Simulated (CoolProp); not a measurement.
Model: reference Helmholtz-energy equation of state, Marx 1992, in CoolProp.

Q: For R113, give the phase and the density (kg/m³), cp (kJ/(kg K)), expansivity (1/kK) at 65.55 °C and 1.41 MPa; 27.55 °C and 10.6 MPa; 167.15 °C and 0.26 MPa.

A: 
- 65.55 °C and 1.41 MPa: liquid; density 1470, cp 0.957, expansivity 1.74
- 27.55 °C and 10.6 MPa: liquid; density 1580, cp 0.909, expansivity 1.37
- 167.15 °C and 0.26 MPa: gas; density 13.8, cp 0.782, expansivity 2.57
